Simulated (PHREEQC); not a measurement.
A PHREEQC input (ion-association model, phreeqc.dat):

```
SOLUTION 1
  temp 15
  units mg/L
  pH 6.31 charge
  pe 10.3
  Na 0.011
  K 1.28e-06
  Ca 0.0575
  Mg 0.000272
  Cl 0.0905
  S(6) 0.0286 as SO4
  Alkalinity 0.00953 as HCO3
  Ba 0.00864
END
USE solution 1
EQUILIBRIUM_PHASES 1
  Gypsum 0 0
  CO2(g) -2.5 10
END
```

It stops with these messages:

```
ERROR: pH adustment cannot attain charge balance when alkalinity is fixed.
ERROR: Program terminating due to input errors.
```

The fault: pH asked from the charge balance while alkalinity is fixed. The line should read `pH 6.31` where the input has `pH 6.31 charge`. With the mend the run ends at pH 5.13 and ionic strength 1.26e-5 mol/kgw.
